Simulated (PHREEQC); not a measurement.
A PHREEQC input (ion-association model, phreeqc.dat):

```
SOLUTION 1
  temp 25
  units mg/dL
  pH 6.93
  pe 9.5
  Na 1.58
  K 0.0271
  Ca 10.5
  Mg 1.57
  Cl 5
  S(6) 15.4 as SO4
  Alkalinity 14.5 as HCO3
  F 0.0818
  Cd 0.0242
END
USE solution 1
EQUILIBRIUM_PHASES 1
  Quartz 0 0.5
  Gypsum 0 0
  CO2(g) -2.5 10
END
```

It stops with these messages:

```
ERROR: Calculations terminating due to input errors.
```

The fault: a unit that the program doesn't know. The line should read `units mg/kgw` where the input has `units mg/dL`. With the mend the run ends at pH 6.68 and ionic strength 0.00117 mol/kgw.
